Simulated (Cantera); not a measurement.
Cantera run:

```python
import numpy as np
import cantera as ct

gas_names = """
    B BH BH2 BH3 BN B2 H H2 N NH NH2 NH3 N2 N2H2 N2H4
""".split()
cond_names = """
    B(b) B(L) BN(s)
""".split()


# ... load() reads the species with a 1 bar reference pressure and builds the phases ...
atoms = {
    'borazine': {'B': 3, 'N': 3, 'H': 6},
    'N2': {'N': 2},
}
top_T = {'BN(s)': 3200}  # K; cautious upper limits of use, not melting points


# ... equilibrate(T, P, feed) seeds the gas with the atoms and calls Mixture.equilibrate('TP', solver="vcs", rtol=1e-11, max_steps=5000) ...
results = []
feed = {'borazine': 1, 'N2': 8.3}  # mol
T = 2048  # K
P = 1000  # Pa
mix = equilibrate(T, P, feed)
results.append((T, P, feed, dict(zip(mix.species_names, mix.species_moles))))
x = sorted(zip(gas.X, gas.species_names), reverse=True)
print(f"T = {T:g} K  P = {P:g} Pa  gas = {mix.phase_moles(0):.4g} mol")
print("   x: " + "  ".join(f"{s} {v:.3e}" for v, s in x if v > 0.0001))
print("   condensed (mol): " + ("  ".join(f"{mix.phase(i).name} {mix.phase_moles(i):.4g}"
      for i in range(1, mix.n_phases) if mix.phase_moles(i) > 1e-12) or "none"))
```

Result:

```
T = 2048 K  P = 1000 Pa  gas = 11.36 mol
   x: N2 7.303e-01  H2 2.583e-01  H 1.138e-02
   condensed (mol): BN(s) 3
```

Cantera equilibrium calculation (NASA polynomials, part measured and part estimated; ideal gas, pure solids and liquids). The feed counts by its element totals alone. The tables' values for BH2 are old estimates; treat these amounts as uncertain.
